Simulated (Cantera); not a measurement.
Input (Python, Cantera) and output of one run.

```python
import numpy as np
import cantera as ct

gas_names = """
    B BH BH2 BH3 BO BO2 B2 B2O B2O2 B2O3 B3O3H3 H HBO HBO2 HO2 H2 H2O H2O2 H3B3O6 O OH O2 O3
""".split()
cond_names = """
    B(b) B(L) B2O3(L) B3O3H3(cr) H2O(s) H2O(L)
""".split()


def load(file, names, dense=False):
    # The tables refer to 1 bar. Condensed volumes are neglected.
    table = {s.name: s for s in ct.Species.list_from_file(file)}
    out = []
    for n in names:
        d = dict(table[n].input_data)
        d["thermo"] = dict(d["thermo"], **{"reference-pressure": 1e5})
        if dense:
            d["equation-of-state"] = {"model": "constant-volume", "density": "1e6 g/cm^3"}
        out.append(ct.Species.from_dict(d))
    return out


gas = ct.Solution(thermo="ideal-gas", species=load("nasa_gas.yaml", gas_names))
cond = {s.name: ct.Solution(thermo="fixed-stoichiometry", species=[s], name=s.name)
        for s in load("nasa_condensed.yaml", cond_names, dense=True)}
atoms = {
    'B2O3': {'B': 2, 'O': 3},
    'H2': {'H': 2},
}
top_T = {}  # K; cautious upper limits of use, not melting points


def equilibrate(T, P, feed):
    n = {}
    for name, mol in feed.items():
        for a, k in atoms[name].items():
            n[a] = n.get(a, 0.0) + k * mol
    gas.TPX = T, P, n
    mass = sum(n.values()) * gas.mean_molecular_weight
    gas.equilibrate("TP")
    valid = [c for c in cond.values() if c.min_temp <= T <= top_T.get(c.name, c.max_temp)]
    mix = ct.Mixture([(gas, mass / gas.mean_molecular_weight)] + [(c, 0.0) for c in valid])
    mix.T, mix.P = T, P
    mix.equilibrate("TP", solver="vcs", rtol=1e-11, max_steps=5000)
    return mix


results = []
T = 1800  # K
P = 69000  # Pa
for m in [2, 3.3, 5.4, 8.8, 14, 23, 38, 62, 100]:
    feed = {'B2O3': 1, 'H2': m}  # mol
    mix = equilibrate(T, P, feed)
    results.append((T, P, feed, dict(zip(mix.species_names, mix.species_moles))))

top = {s: max(r[3][s] / sum(r[3][g] for g in gas_names) for r in results) for s in gas_names}
cols = sorted((s for s in top if top[s] > 1e-06), key=lambda s: -top[s])[:7]
seen = [c for c in cond_names if any(r[3].get(c, 0) > 1e-12 for r in results)]
print("log10 of partial pressures in bar; condensed amounts in mol")
print(f"{'n(H2)':>10s}" + "".join(f"{s[:9]:>10s}" for s in cols + seen))
for T, P, feed, n in results:
    ng = sum(n[g] for g in gas_names)
    print(f"{feed['H2']:10.4g}" + "".join(f"{np.log10(max(n[s] / ng * P / 1e5, 1e-99)):10.3f}" for s in cols)
          + "".join(f"{n.get(c, 0):10.4g}" for c in seen))
```

Result:

```
log10 of partial pressures in bar; condensed amounts in mol
     n(H2)        H2       HBO      HBO2      B2O3       H2O      B2O2         H   B2O3(L)
         2    -0.176    -2.011    -2.088    -2.465    -2.844    -3.266    -3.534    0.9615
       3.3    -0.176    -2.011    -2.088    -2.465    -2.844    -3.266    -3.534    0.9365
       5.4    -0.176    -2.011    -2.088    -2.465    -2.844    -3.266    -3.534    0.8961
       8.8    -0.176    -2.011    -2.088    -2.465    -2.844    -3.266    -3.534    0.8306
        14    -0.176    -2.011    -2.088    -2.465    -2.844    -3.266    -3.534    0.7305
        23    -0.176    -2.011    -2.088    -2.465    -2.844    -3.266    -3.534    0.5573
        38    -0.176    -2.011    -2.088    -2.465    -2.844    -3.266    -3.534    0.2685
        62    -0.174    -2.060    -2.157    -2.585    -2.861    -3.366    -3.533         0
       100    -0.170    -2.199    -2.354    -2.925    -2.915    -3.648    -3.531         0
```

Cantera equilibrium calculation (NASA polynomials, part measured and part estimated; ideal gas, pure solids and liquids).
